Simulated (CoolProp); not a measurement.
Aqueous potassium acetate as a coolant, 8 % by mass, freezing at -3.5 °C, 1 atm.

Computed with CoolProp (Melinder's fits for secondary coolants).

```csv
T (°C),density (kg/m³),conductivity (W/(m K)),viscosity (mPa s),cp (kJ/(kg K))
0.4,1046,0.540,2.13,3.875
4.8,1045,0.548,[?],3.876
9.1,1044,[?],1.62,3.878
13.4,1043,0.561,1.44,3.881
17.8,1042,0.568,1.28,3.885
22.1,1041,0.575,1.16,[?]
26.5,1040,0.581,1.05,[?]
30.8,1038,0.588,0.957,[?]
35.1,[?],0.594,[?],3.898
```

Question: What belongs in the gaps?

Answer: 
- 4.8, viscosity (mPa s): 1.84
- 9.1, conductivity (W/(m K)): 0.554
- 22.1, cp (kJ/(kg K)): 3.888
- 26.5, cp (kJ/(kg K)): 3.892
- 30.8, cp (kJ/(kg K)): 3.895
- 35.1, density (kg/m³): 1037
- 35.1, viscosity (mPa s): 0.877
